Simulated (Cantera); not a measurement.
What does this Cantera script print?

```python
import numpy as np
import cantera as ct

gas = ct.Solution("gri30.yaml")
gas.TPX = 775, 25000, {'CH4': 1, 'O2': 4.65, 'N2': 17.5}
inlet = ct.Reservoir(gas, clone=True)
gas.equilibrate("HP")  # start burning
reactor = ct.IdealGasConstPressureReactor(gas, energy="on", clone=False)
exhaust = ct.Reservoir(gas, clone=True)
tau = [0.032, 0.014, 0.0058, 0.0025, 0.001, 0.00044, 0.00019, 7.9e-05, 3.4e-05, 1.4e-05][0]
for a, b in ((inlet, reactor), (reactor, exhaust)):
    ct.MassFlowController(a, b, mdot=lambda t: reactor.mass / tau)
net = ct.ReactorNet([reactor])
show = ['CH4', 'O2', 'C2H4', 'NO', 'CH2O']

rows = []
print(f"{'tau/s':>10s}{'T/K':>9s}" + "".join(f"{s:>11s}" for s in show))
for tau in [0.032, 0.014, 0.0058, 0.0025, 0.001, 0.00044, 0.00019, 7.9e-05, 3.4e-05, 1.4e-05]:
    net.initial_time = 0.0
    net.advance(30 * tau)
    before = gas.X
    net.advance(40 * tau)
    drift = np.max(np.abs(gas.X - before) / (gas.X + 1e-9))
    rows.append([gas.T, *gas[show].X, drift])
    print(f"{tau:10.3e}{gas.T:9.1f}" + "".join(f"{x:11.3e}" for x in gas[show].X))
```

It prints:

```
     tau/s      T/K        CH4         O2       C2H4         NO       CH2O
 3.200e-02   1698.1  2.891e-05  1.138e-01  8.350e-10  6.971e-06  3.594e-06
 1.400e-02   1677.2  4.960e-05  1.138e-01  1.516e-09  5.425e-06  6.190e-06
 5.800e-03   1644.6  9.266e-05  1.141e-01  3.361e-09  4.354e-06  1.124e-05
 2.500e-03   1601.7  1.831e-04  1.150e-01  9.285e-09  3.402e-06  2.086e-05
 1.000e-03   1540.3  4.549e-04  1.179e-01  4.469e-08  2.057e-06  4.630e-05
 4.400e-04   1463.3  1.461e-03  1.250e-01  4.690e-07  7.635e-07  1.248e-04
 1.900e-04    775.0  4.320e-02  2.009e-01  3.679e-19  1.494e-21  4.747e-17
 7.900e-05    775.0  4.320e-02  2.009e-01 -6.486e-24 -2.635e-26  7.320e-18
 3.400e-05    775.0  4.320e-02  2.009e-01  3.648e-28  8.606e-31  1.351e-18
 1.400e-05    775.0  4.320e-02  2.009e-01  6.555e-30 -3.669e-34  2.271e-19
```

Detailed kinetics in Cantera: GRI-Mech 3.0 (53 species, 325 reactions).
